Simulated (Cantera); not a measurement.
What does this Cantera script print?

```python
import numpy as np
import cantera as ct

gas_names = """
    CL CL2 H HCL H2 Si SiCL SiCL2 SiCL3 SiCL4 SiH SiHCL3 SiH2 SiH2CL2 SiH3 SiH3CL SiH4 Si2 Si3
""".split()
cond_names = """
    Si(cr) Si(L)
""".split()


# ... load() reads the species with a 1 bar reference pressure and builds the phases ...
atoms = {
    'Si': {'Si': 1},
    'HCl': {'H': 1, 'CL': 1},
    'H2': {'H': 2},
}
top_T = {}  # K; cautious upper limits of use, not melting points


# ... equilibrate(T, P, feed) seeds the gas with the atoms and calls Mixture.equilibrate('TP', solver="vcs", rtol=1e-11, max_steps=5000) ...
results = []
T = 1723.15  # K
P = 120  # Pa
for m in [0.58, 1.4, 2.2, 2.9, 3.7, 4.5, 5.3, 6.1, 6.9, 7.7, 8.5]:
    feed = {'Si': 1, 'HCl': 1.3, 'H2': m}  # mol
    mix = equilibrate(T, P, feed)
    results.append((T, P, feed, dict(zip(mix.species_names, mix.species_moles))))

top = {s: max(r[3][s] / sum(r[3][g] for g in gas_names) for r in results) for s in gas_names}
cols = sorted((s for s in top if top[s] > 1e-06), key=lambda s: -top[s])[:8]
seen = [c for c in cond_names if any(r[3].get(c, 0) > 1e-12 for r in results)]
print("log10 of partial pressures in bar; condensed amounts in mol")
print(f"{'n(H2)':>10s}" + "".join(f"{s[:9]:>10s}" for s in cols + seen))
for T, P, feed, n in results:
    ng = sum(n[g] for g in gas_names)
    print(f"{feed['H2']:10.4g}" + "".join(f"{np.log10(max(n[s] / ng * P / 1e5, 1e-99)):10.3f}" for s in cols)
          + "".join(f"{n.get(c, 0):10.4g}" for c in seen))
```

Result:

```
log10 of partial pressures in bar; condensed amounts in mol
     n(H2)        H2     SiCL2       HCL         H     SiCL3        CL      SiCL        Si     Si(L)
      0.58    -3.179    -3.536    -3.627    -5.328    -5.716    -5.887    -5.899    -6.006    0.5355
       1.4    -3.096    -3.739    -3.687    -5.286    -6.021    -5.988    -6.001    -6.006    0.5811
       2.2    -3.055    -3.888    -3.741    -5.266    -6.244    -6.063    -6.075    -6.006    0.6136
       2.9    -3.034    -3.994    -3.783    -5.255    -6.404    -6.116    -6.129    -6.006    0.6363
       3.7    -3.016    -4.098    -3.827    -5.247    -6.560    -6.168    -6.181    -6.006    0.6579
       4.5    -3.004    -4.188    -3.865    -5.241    -6.694    -6.213    -6.225    -6.006    0.6761
       5.3    -2.995    -4.267    -3.900    -5.236    -6.813    -6.252    -6.265    -6.006    0.6918
       6.1    -2.988    -4.338    -3.932    -5.232    -6.920    -6.288    -6.301    -6.006    0.7055
       6.9    -2.982    -4.403    -3.962    -5.229    -7.017    -6.320    -6.333    -6.006    0.7177
       7.7    -2.977    -4.462    -3.989    -5.227    -7.106    -6.350    -6.363    -6.006    0.7285
       8.5    -2.973    -4.517    -4.014    -5.225    -7.188    -6.377    -6.390    -6.006    0.7382
```

Equilibrium computed with Cantera from the NASA thermochemical tables; the gas is ideal and each condensed phase is pure. The tables' values for SiCl3, SiCl are old estimates; treat these amounts as uncertain. Gases not in the tables: Si2H6 and higher silanes.
